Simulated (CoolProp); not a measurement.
c-C4F8 (RC318) along the isobar 53.9 bar: Z from the reference equation and from simpler models built on Tc = 115.2 °C, pc = 27.78 bar, ω = 0.355; each cubic takes its own stable root.

The numbers come from the reference Helmholtz-energy equation of state, Platzer 1990 in CoolProp. This equation is an older, rougher fit; its heat capacities, sound speeds and derivatives of the liquid may be far off and weren't checked against measurements.

```
T (°C)          phase  reference
------  -------------  ---------
-1.05          liquid     0.2940
19.65          liquid     0.2857
40.35          liquid     0.2806
61.05          liquid     0.2790
81.75          liquid     0.2818
102.45         liquid     0.2916
123.15  supercritical     0.3155
143.85  supercritical     0.3773
164.55  supercritical     0.5016
185.15  supercritical     0.6176
205.85  supercritical     0.7006
226.55  supercritical     0.7612
```

Task: How far does each simpler model (van der Waals, Redlich-Kwong, Soave-Redlich-Kwong, Peng-Robinson) lie from the reference over these 12 states: mean and median of the absolute difference, and the worst?

Result: 
- van der Waals: mean 33.8 %, median 38.4 %, worst +55.7 % at -1.05 °C and 53.9 bar
- Redlich-Kwong: mean 9.7 %, median 9.8 %, worst +12.7 % at 102.45 °C and 53.9 bar
- Soave-Redlich-Kwong: mean 7.9 %, median 6.4 %, worst +15.1 % at 143.85 °C and 53.9 bar
- Peng-Robinson: mean 3.7 %, median 3.6 %, worst -6.9 % at -1.05 °C and 53.9 bar
